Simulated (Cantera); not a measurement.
Cantera with NASA thermochemical tables; ideal gases at 1 bar, condensed phases pure. Values are per mole of reaction as written; species without (g) are pure solids or liquids, kept so even where they would boil at 1 bar.

Between 673 and 1348 K, where is each reaction favourable under standard conditions?
- 5 PbO + C₂H₅OH(g) → 6 OH(g) + 2 C + 5 Pb(g)
- 3 PbO(g) + C₆H₆(g) → 3 H₂O(g) + 6 C + 3 Pb(g)


- 5 PbO + C₂H₅OH(g) → 6 OH(g) + 2 C + 5 Pb(g): ΔG° is 1621 kJ at 673 K and 758 kJ at 1348 K; it stays positive (K < 1). ΔH° is 2327 kJ and ΔS° 1164 J/K at 1348 K.
- 3 PbO(g) + C₆H₆(g) → 3 H₂O(g) + 6 C + 3 Pb(g): ΔG° is -530 kJ at 673 K and -632 kJ at 1348 K; it stays negative (K > 1). ΔH° is -431 kJ and ΔS° 149 J/K at 1348 K.
